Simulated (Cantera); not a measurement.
Ignition delay

Mixture: H2 : O2 : N2 = 1 : 0.385 : 1.45 (molar parts), equivalence ratio 1.3, at 1.01 bar, adiabatic and at constant pressure. Ignition delay is the time to a rise of 400 K.

Cantera simulation using the H2/O2 subset of GRI-Mech 3.0, which has no nitrogen chemistry; the numbers are that mechanism's predictions, not measurements. Where the delays flatten at high temperature, the 400 K rule measures the pace of heat release, not the induction time.

```json
[
 {"T0 (K)": "1050", "delay (ms)": "0.149"},
 {"T0 (K)": "1150", "delay (ms)": "0.0638"},
 {"T0 (K)": "1250", "delay (ms)": "0.0372"},
 {"T0 (K)": "1350", "delay (ms)": "0.0253"},
 {"T0 (K)": "1450", "delay (ms)": "0.0194"},
 {"T0 (K)": "1550", "delay (ms)": "0.0164"},
 {"T0 (K)": "1650", "delay (ms)": "0.0152"},
 {"T0 (K)": "1750", "delay (ms)": "0.0150"},
 {"T0 (K)": "1850", "delay (ms)": "0.0155"}
]
```
